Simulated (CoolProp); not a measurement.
A simple Rankine cycle with R365MFC: condensing at 333.15 K, boiler at 0.612 MPa, turbine inlet 379.9 K, turbine efficiency 0.75, pump efficiency 0.6, no recuperator. Each further row changes one setting.

The numbers come from the reference Helmholtz-energy equation of state, Lemmon 2016 in CoolProp.

```
case                             thermal efficiency (%)  net work (kJ/kg)  heat in (kJ/kg)  turbine exit temperature (K)  volume ratio over the turbine
-------------------------------  ----------------------  ----------------  ---------------  ----------------------------  -----------------------------
as stated                                           6.9              15.3              222                         358.6                           3.27
turbine inlet 399.9 K                               6.7              16.5              247                         379.6                           3.21
condensing temperature 325.15 K                     8.1              18.8              233                         354.5                           4.23
boiler pressure 0.428 MPa                           4.8              11.0              226                         366.3                           2.22
turbine efficiency 0.65                             5.9              13.1              222                         360.4                           3.29
```
